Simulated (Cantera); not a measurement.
Cantera with NASA thermochemical tables; ideal gases at 1 bar, condensed phases pure. Values are per mole of reaction as written; species without (g) are pure solids or liquids, kept so even where they would boil at 1 bar.

SiH₃Cl(g) + 4 SiCl₂(g) → 3 SiHCl₃(g) + 2 Si

```json
[
 {"T (K)": "500", "ΔH° (kJ)": "___", "ΔS° (J/K)": "___", "ΔG° (kJ)": "___", "log10 K": "___"},
 {"T (K)": "525", "ΔH° (kJ)": "-668.0", "ΔS° (J/K)": "-386.8", "ΔG° (kJ)": "-464.9", "log10 K": "46.26"},
 {"T (K)": "550", "ΔH° (kJ)": "___", "ΔS° (J/K)": "___", "ΔG° (kJ)": "___", "log10 K": "___"},
 {"T (K)": "575", "ΔH° (kJ)": "-666.7", "ΔS° (J/K)": "-384.4", "ΔG° (kJ)": "-445.6", "log10 K": "40.48"},
 {"T (K)": "600", "ΔH° (kJ)": "-666.0", "ΔS° (J/K)": "-383.3", "ΔG° (kJ)": "-436.0", "log10 K": "37.96"},
 {"T (K)": "625", "ΔH° (kJ)": "___", "ΔS° (J/K)": "___", "ΔG° (kJ)": "___", "log10 K": "___"},
 {"T (K)": "650", "ΔH° (kJ)": "-664.6", "ΔS° (J/K)": "-381.0", "ΔG° (kJ)": "-416.9", "log10 K": "33.51"}
]
```

Task: Complete the blanks.

Result: 
- 500, ΔH° (kJ): -668.6
- 500, ΔS° (J/K): -388.1
- 500, ΔG° (kJ): -474.6
- 500, log10 K: 49.58
- 550, ΔH° (kJ): -667.4
- 550, ΔS° (J/K): -385.6
- 550, ΔG° (kJ): -455.3
- 550, log10 K: 43.24
- 625, ΔH° (kJ): -665.3
- 625, ΔS° (J/K): -382.1
- 625, ΔG° (kJ): -426.5
- 625, log10 K: 35.64
